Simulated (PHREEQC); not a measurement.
**Acid rinse or clean (model solution)**

Dissolve 12 mmol/kgw HCl, 0.088 mmol/kgw CaCl2 and 33 mmol/kgw CuCl2 at 25 °C. Closed to the air; pH follows from the charge balance.

Model: ion-association model, phreeqc.dat, run in PHREEQC.

```
Item                          Value
--------------------  -------------
pH                             2.00
ionic strength        0.106 mol/kgw
specific conductance    10600 µS/cm
density                 1.001 g/cm³
total alkalinity       -12.0 meq/kg
```

```json
[
 {"species": "Cl-", "molality": "0.0756", "activity": "0.0576", "log γ": "-0.118"},
 {"species": "Cu+2", "molality": "0.0305", "activity": "0.0120", "log γ": "-0.405"},
 {"species": "H+", "molality": "0.0120", "activity": "0.00988", "log γ": "-0.085"},
 {"species": "CuCl+", "molality": "0.00244", "activity": "0.00186", "log γ": "-0.116"},
 {"species": "Ca+2", "molality": "8.80e-5", "activity": "3.38e-5", "log γ": "-0.416"},
 {"species": "CuCl2", "molality": "5.63e-5", "activity": "5.77e-5", "log γ": "0.011"},
 {"species": "CuOH+", "molality": "1.59e-8", "activity": "1.21e-8", "log γ": "-0.116"},
 {"species": "CuCl3-", "molality": "1.54e-8", "activity": "1.18e-8", "log γ": "-0.116"}
]
```

This is a speciation only: nothing precipitates in the calculation. Species that the database lacks are ignored.
